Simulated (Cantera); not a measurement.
An adiabatic, constant-pressure homogeneous reactor starts with 19.7 % CH4, 1.55 % H2, 16.0 % O2, 60.4 % N2, 2.36 % H2O, at 1248 K and 23000 Pa.

Model: GRI-Mech 3.0 (53 species, 325 reactions), integrated in Cantera.

Question: Predict: time of steepest temperature rise; temperature at 0.500 s; equilibrium temperature; x(H2) at 0.500 s; x(O2) at 0.500 s; x(HCO) at 0.500 s.

Answer: time of steepest temperature rise: 61.9 ms
temperature at 0.500 s: 2037 K
equilibrium temperature: 2038 K
x(H2) at 0.500 s: 0.243 (gas-phase equilibrium 0.243)
x(O2) at 0.500 s: 1.22e-7 (gas-phase equilibrium 1.22e-7)
x(HCO) at 0.500 s: 2.38e-8 (gas-phase equilibrium 2.38e-8)
